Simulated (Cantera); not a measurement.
Cantera run, input and output.

```python
import numpy as np
import cantera as ct

surf = ct.Interface("ptcombust.yaml", "Pt_surf")
gas = surf.adjacent["gas"]
gas.TPX = 300, 28000, {'CH4': 0.01, 'O2': 0.084, 'N2': 0.79}
jet = ct.ImpingingJet(gas=gas, width=0.049, surface=surf)
jet.inlet.mdot, jet.inlet.T, jet.inlet.X = 0.098, 300, {'CH4': 0.01, 'O2': 0.084, 'N2': 0.79}
jet.set_refine_criteria(ratio=10, slope=0.2, curve=0.3)
show, cover = ['CH4', 'O2', 'H2O', 'OH', 'CO', 'CO2'], ["PT(S)", "H(S)", "O(S)", "OH(S)", "CO(S)", "C(S)"]

rows = []
print(f"{'Ts/K':>7s}" + "".join(f"{s:>11s}" for s in show + cover) + "   (gas at the wall, coverages)")
for i, Ts in enumerate([850, 900, 950, 1000, 1050, 1100]):
    jet.surface.T = Ts
    if i == 0:
        surf.TP = Ts, 28000
        surf.coverages = "PT(S):0.5, O(S):0.5"
        surf.advance_coverages(1.0)
        jet.set_initial_guess(products="inlet")
    jet.solve(loglevel=0, auto=(i == 0))
    rows.append([*(jet.X[gas.species_index(s), -1] for s in show), *surf[cover].coverages])
    print(f"{Ts:7g}" + "".join(f"{x:11.3e}" for x in rows[-1]))
```

Result:

```
   Ts/K        CH4         O2        H2O         OH         CO        CO2      PT(S)       H(S)       O(S)      OH(S)      CO(S)       C(S)   (gas at the wall, coverages)
    850  8.731e-03  8.954e-02  4.820e-03  3.238e-09  2.077e-06  3.161e-03  1.054e-01  1.567e-08  8.936e-01  9.393e-04  6.092e-06  1.555e-08
    900  6.545e-03  8.490e-02  8.872e-03  1.313e-08  2.208e-06  5.831e-03  1.583e-01  5.561e-08  8.405e-01  1.208e-03  5.270e-06  1.874e-08
    950  4.571e-03  8.072e-02  1.251e-02  4.139e-08  2.122e-06  8.237e-03  2.182e-01  1.478e-07  7.805e-01  1.324e-03  3.853e-06  1.843e-08
   1000  3.167e-03  7.775e-02  1.507e-02  1.103e-07  1.969e-06  9.937e-03  2.815e-01  3.217e-07  7.172e-01  1.317e-03  2.618e-06  1.636e-08
   1050  2.256e-03  7.584e-02  1.671e-02  2.639e-07  1.842e-06  1.103e-02  3.459e-01  6.121e-07  6.529e-01  1.241e-03  1.760e-06  1.400e-08
   1100  1.668e-03  7.463e-02  1.775e-02  5.720e-07  1.773e-06  1.171e-02  4.099e-01  1.061e-06  5.890e-01  1.134e-03  1.206e-06  1.195e-08
```

Detailed kinetics in Cantera: Deutschmann's 1995 Pt surface mechanism with GRI-Mech 3.0 gas chemistry. Catalytic surfaces can have several steady states; this one follows from the mechanism file's or the stated starting coverage.
